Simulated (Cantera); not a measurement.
Cantera run:

```python
import numpy as np
import cantera as ct

gas_names = """
    CL CL2 H HCL H2 Si SiCL SiCL2 SiCL3 SiCL4 SiH SiHCL3 SiH2 SiH2CL2 SiH3 SiH3CL SiH4 Si2 Si3
""".split()
cond_names = """
    Si(cr) Si(L)
""".split()


# ... load() reads the species with a 1 bar reference pressure and builds the phases ...
atoms = {
    'SiHCl3': {'Si': 1, 'H': 1, 'CL': 3},
    'H2': {'H': 2},
}
top_T = {}  # K; cautious upper limits of use, not melting points


# ... equilibrate(T, P, feed) seeds the gas with the atoms and calls Mixture.equilibrate('TP', solver="vcs", rtol=1e-11, max_steps=5000) ...
results = []
feed = {'SiHCl3': 1, 'H2': 39}  # mol
P = 100000  # Pa
for T in [1275, 1375, 1475, 1575, 1675, 1775, 1875, 1975, 2075, 2175, 2275, 2375, 2475, 2575]:
    mix = equilibrate(T, P, feed)
    results.append((T, P, feed, dict(zip(mix.species_names, mix.species_moles))))

top = {s: max(r[3][s] / sum(r[3][g] for g in gas_names) for r in results) for s in gas_names}
cols = sorted((s for s in top if top[s] > 0.001), key=lambda s: -top[s])[:7]
seen = [c for c in cond_names if any(r[3].get(c, 0) > 1e-12 for r in results)]
print("log10 of partial pressures in bar; condensed amounts in mol")
print(f"{'T/K':>10s}" + "".join(f"{s[:9]:>10s}" for s in cols + seen))
for T, P, feed, n in results:
    ng = sum(n[g] for g in gas_names)
    print(f"{T:10.4g}" + "".join(f"{np.log10(max(n[s] / ng * P / 1e5, 1e-99)):10.3f}" for s in cols)
          + "".join(f"{n.get(c, 0):10.4g}" for c in seen))
```

It prints:

```
log10 of partial pressures in bar; condensed amounts in mol
       T/K        H2       HCL         H     SiCL2        Si    SiHCL3     SiCL4    Si(cr)     Si(L)
      1275    -0.021    -1.488    -6.143    -2.541   -10.715    -2.327    -2.400    0.4437         0
      1375    -0.024    -1.371    -5.477    -2.258    -9.387    -2.604    -2.755    0.5195         0
      1475    -0.026    -1.316    -4.900    -2.108    -8.240    -2.981    -3.247    0.5548         0
      1575    -0.027    -1.297    -4.395    -2.037    -7.241    -3.397    -3.792    0.5623         0
      1675    -0.028    -1.293    -3.949    -2.001    -6.363    -3.799    -4.321    0.5579         0
      1775    -0.028    -1.277    -3.553    -2.020    -5.659    -4.194    -4.815         0    0.5893
      1875    -0.029    -1.263    -3.198    -2.051    -5.043    -4.557    -5.267         0    0.6209
      1975    -0.030    -1.252    -2.879    -2.082    -4.490    -4.887    -5.679         0    0.6454
      2075    -0.031    -1.243    -2.590    -2.113    -3.992    -5.189    -6.055         0    0.6615
      2175    -0.032    -1.237    -2.327    -2.145    -3.540    -5.466    -6.400         0     0.665
      2275    -0.034    -1.233    -2.088    -2.177    -3.128    -5.722    -6.719         0     0.647
      2375    -0.037    -1.231    -1.869    -2.210    -2.751    -5.962    -7.018         0    0.5901
      2475    -0.043    -1.233    -1.669    -2.246    -2.406    -6.190    -7.301         0    0.4631
      2575    -0.051    -1.240    -1.486    -2.286    -2.087    -6.411    -7.575         0    0.2114
```

Cantera equilibrium calculation (NASA polynomials, part measured and part estimated; ideal gas, pure solids and liquids). The tables' values for SiCl, SiCl3 are old estimates; treat these amounts as uncertain. Gases not in the tables: Si2H6 and higher silanes.
